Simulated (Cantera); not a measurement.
Input: 1 mol Hg, 0.21 mol H₂, at 550 K and 2100 Pa.

These are equilibrium values from Cantera (NASA tables, ideal gas, pure condensed phases), not measurements of a reactor. Candidate condensed phases: Hg; 3 gas species. Kinetics and transport are ignored.

Base state: Hg 0.826, H₂ 0.174 (mole fractions); condensed: gas only.

Q: What changes in the equilibrium state with this change: Hg replaced by PbO?

A: 
| species | before | after |
|---|---|---|
| H₂O | 0 | 1.000 |
| H₂ | 0.174 | 1.12e-5 |
| Hg | 0.826 | 0 |
| Pb(s), mol | 0 | 0.210 |
| PbO(red), mol | 0 | 0.790 |
Further candidate phases: H₂O, Pb, PbO, PbO₂, Pb₃O₄.

Q: What changes in the equilibrium state with this change: Hg replaced by HgO?

A: 
```json
[
 {"species": "Hg", "before": "0.826", "after": "0.508"},
 {"species": "H₂O", "before": "0", "after": "0.477"},
 {"species": "O₂", "before": "0", "after": "0.0154"},
 {"species": "H₂", "before": "0.174", "after": "<1e-9"},
 {"species": "HgO(s), mol", "before": "0", "after": "0.776"}
]
```
Further candidate phases: H₂O, HgO.
